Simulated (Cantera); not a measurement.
A closed system holds: 1 mol Ca(OH)2, 0.56 mol CO2, equilibrated at 47000 Pa.

Method: chemical equilibrium by Gibbs-energy minimisation in Cantera with the NASA 1993 tables (ideal gas, pure condensed phases). Candidate condensed phases: C, C6H6, C7H8, C8H18, Ca, CaCO3, CaO, Ca(OH)2, H2O; 115 gas species. Mutual solubility and eutectic melting of coexisting phases are not modelled. The numbers say what is thermodynamically allowed, not how fast it happens.

Q: Which condensed phases are stable at each of these points (T (°C)): 625, 775, 925, 1075, 1225, 1375, 1525, 1675, 1825, 1975?

A: 
| T (°C) | condensed phases | Ca condensed (%) |
|---|---|---|
| 625 | CaCO3(calcite) + CaO(s) | 100.0 |
| 775 | CaCO3(calcite) + CaO(s) | 100.0 |
| 925 | CaO(s) | 100.0 |
| 1075 | CaO(s) | 100.0 |
| 1225 | CaO(s) | 100.0 |
| 1375 | CaO(s) | 100.0 |
| 1525 | CaO(s) | 100.0 |
| 1675 | CaO(s) | 100.0 |
| 1825 | CaO(s) | 100.0 |
| 1975 | CaO(s) | 99.9 |

From 625 °C to 775 °C the condensed part is CaCO3(calcite) + CaO(s). From 925 °C to 1975 °C the condensed part is CaO(s).
